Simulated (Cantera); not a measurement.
A Cantera script and what it prints.

```python
import numpy as np
import cantera as ct

gas_names = """
    Ca CaO CaOH CaO2H2 Ca2 H HO2 H2 H2O H2O2 O OH O2 O3
""".split()
cond_names = """
    Ca(a) Ca(b) Ca(L) CaO(s) CaO(L) CaO2H2(s) H2O(s) H2O(L)
""".split()


# ... load() reads the species with a 1 bar reference pressure and builds the phases ...
atoms = {
    'Ca(OH)2': {'Ca': 1, 'O': 2, 'H': 2},
    'H2': {'H': 2},
}
top_T = {}  # K; cautious upper limits of use, not melting points


# ... equilibrate(T, P, feed) seeds the gas with the atoms and calls Mixture.equilibrate('TP', solver="vcs", rtol=1e-11, max_steps=5000) ...
results = []
feed = {'Ca(OH)2': 1, 'H2': 0.072}  # mol
P = 80  # Pa
for T in [525, 675, 825, 975, 1125, 1275, 1425, 1575, 1725, 1875, 2025]:
    mix = equilibrate(T, P, feed)
    results.append((T, P, feed, dict(zip(mix.species_names, mix.species_moles))))

top = {s: max(r[3][s] / sum(r[3][g] for g in gas_names) for r in results) for s in gas_names}
cols = sorted((s for s in top if top[s] > 1e-05), key=lambda s: -top[s])[:5]
seen = [c for c in cond_names if any(r[3].get(c, 0) > 1e-12 for r in results)]
print("log10 of partial pressures in bar; condensed amounts in mol")
print(f"{'T/K':>10s}" + "".join(f"{s[:9]:>10s}" for s in cols + seen))
for T, P, feed, n in results:
    ng = sum(n[g] for g in gas_names)
    print(f"{T:10.4g}" + "".join(f"{np.log10(max(n[s] / ng * P / 1e5, 1e-99)):10.3f}" for s in cols)
          + "".join(f"{n.get(c, 0):10.4g}" for c in seen))
```

It prints:

```
log10 of partial pressures in bar; condensed amounts in mol
       T/K       H2O        H2         H        OH        O2    CaO(s) CaO2H2(s)
       525    -3.469    -3.337   -20.735   -26.557   -43.602   0.05314    0.9469
       675    -3.127    -4.270   -16.341   -19.470   -30.232         1         0
       825    -3.127    -4.270   -13.235   -15.460   -23.310         1         0
       975    -3.127    -4.270   -11.077   -12.675   -18.495         1         0
      1125    -3.127    -4.270    -9.487   -10.628   -14.950         1         0
      1275    -3.127    -4.270    -8.267    -9.059   -12.231         1         0
      1425    -3.127    -4.270    -7.301    -7.819   -10.077         1         0
      1575    -3.127    -4.270    -6.517    -6.813    -8.330         1         0
      1725    -3.129    -4.270    -5.866    -5.984    -6.889         1         0
      1875    -3.136    -4.243    -5.305    -5.306    -5.742         1         0
      2025    -3.167    -4.129    -4.780    -4.799    -4.994    0.9998         0
```

Method: chemical equilibrium by Gibbs-energy minimisation in Cantera with the NASA 1993 tables (ideal gas, pure condensed phases).
